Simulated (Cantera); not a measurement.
Equilibrium for carbothermic reduction: Ta2O5 + CO

Feed: 1 mol Ta2O5, 0.8 mol CO, equilibrated at 2123 K.

Cantera equilibrium calculation (NASA polynomials, part measured and part estimated; ideal gas, pure solids and liquids). Candidate condensed phases: C, Ta, TaC, Ta2O5; 15 gas species. Mutual solubility and eutectic melting of coexisting phases are not modelled. TaC: taken at fixed stoichiometry. Condensed phases not in the tables: Ta2C. Rates play no part.

```json
[
 {"P (Pa)": "10", "log p CO": "-4.01", "log p TaO2": "-5.74", "log p CO2": "-6.05", "log p O": "-7.29", "log p TaO": "-7.64", "log p O2": "-9.00", "n Ta2O5(l)": "0.993", "n TaC(s)": "0"},
 {"P (Pa)": "100", "log p CO": "-3.00", "log p TaO2": "-5.43", "log p CO2": "-5.67", "log p O": "-7.91", "log p TaO": "-6.70", "log p O2": "-10.25", "n Ta2O5(l)": "0.998", "n TaC(s)": "0"},
 {"P (Pa)": "1000", "log p CO": "-2.00", "log p TaO2": "-5.14", "log p CO2": "-5.24", "log p O": "-8.48", "log p TaO": "-5.85", "log p O2": "-11.39", "n Ta2O5(l)": "1.000", "n TaC(s)": "0"},
 {"P (Pa)": "10000", "log p CO": "-1.00", "log p TaO2": "-5.27", "log p CO2": "-3.99", "log p O": "-8.24", "log p TaO": "-6.21", "log p O2": "-10.90", "n Ta2O5(l)": "1.000", "n TaC(s)": "0.000224"},
 {"P (Pa)": "100000", "log p CO": "0.00", "log p TaO2": "-5.41", "log p CO2": "-2.71", "log p O": "-7.95", "log p TaO": "-6.64", "log p O2": "-10.33", "n Ta2O5(l)": "1.000", "n TaC(s)": "0.000446"},
 {"P (Pa)": "1000000", "log p CO": "1.00", "log p TaO2": "-5.55", "log p CO2": "-1.42", "log p O": "-7.67", "log p TaO": "-7.07", "log p O2": "-9.76", "n Ta2O5(l)": "1.000", "n TaC(s)": "0.000860"}
]
```
log p: log10 of the partial pressure in bar; n: condensed amount in mol.

From 0.0750 Torr to 7.50 Torr the condensed part is Ta2O5(l). From 75.0 Torr to 7500 Torr the condensed part is TaC(s) + Ta2O5(l). The main Ta-bearing gas is TaO2 throughout.
